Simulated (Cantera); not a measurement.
# CO2 + O2 + H2 + SO2 (abatement and gas-phase synthesis)

Input: 1 mol CO2, 3.6 mol O2, 4.1 mol H2, 0.11 mol SO2, at 1.00 Torr.

Method: chemical equilibrium by Gibbs-energy minimisation in Cantera with the NASA 1993 tables (ideal gas, pure condensed phases). Candidate condensed phases: C, C6H6, C7H8, C8H18, H2O, H2SO4, S; 123 gas species. Equilibrium is a limit: real reactors are often held back by kinetics, nucleation or transport.

```
T (K)  log p H2O  log p O2  log p CO2  log p OH  log p SO2
-----  ---------  --------  ---------  --------  ---------
1373       -3.09     -3.51      -3.71     -6.39      -4.66
1423       -3.09     -3.52      -3.71     -6.17      -4.66
1473       -3.09     -3.52      -3.71     -5.97      -4.66
1523       -3.09     -3.52      -3.71     -5.78      -4.66
1573       -3.09     -3.52      -3.71     -5.60      -4.66
1623       -3.09     -3.52      -3.71     -5.43      -4.66
1673       -3.09     -3.52      -3.71     -5.28      -4.66
1723       -3.10     -3.52      -3.71     -5.13      -4.67
1773       -3.10     -3.52      -3.71     -4.99      -4.67
1823       -3.10     -3.52      -3.71     -4.86      -4.67
1873       -3.10     -3.52      -3.72     -4.74      -4.67
1923       -3.11     -3.52      -3.73     -4.62      -4.67
1973       -3.12     -3.52      -3.74     -4.52      -4.68
```
log p: log10 of the partial pressure in bar; nothing condenses.

From 1373 K to 1973 K nothing is condensed. The main C-bearing gas is CO2 throughout.
